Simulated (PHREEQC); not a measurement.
A PHREEQC speciation (ion-association model, phreeqc.dat) at 25 °C gives pH 3.48 and these molalities:

| species | mol/kgw |
|---|---|
| SO4-2 | 0.0455 |
| MgSO4 | 0.0442 |
| Mg+2 | 0.0408 |
| Cu+2 | 0.00483 |
| CuSO4 | 0.00437 |
| HSO4- | 0.000588 |
| H+ | 0.000412 |
| CuOH+ | 6.77e-8 |

Task: What are the element totals, and what could have been dissolved in 1 kg of water to give them?

Result: This is not unique; one that fits is totals Cu(2) 0.00920, Mg 0.0850, S(6) 0.0947 mol/kgw, from 9.2 mmol/kgw CuSO4, 85 mmol/kgw MgSO4 and 0.5 mmol/kgw H2SO4.

Precipitation was switched off in this run. Species that the database lacks are ignored.
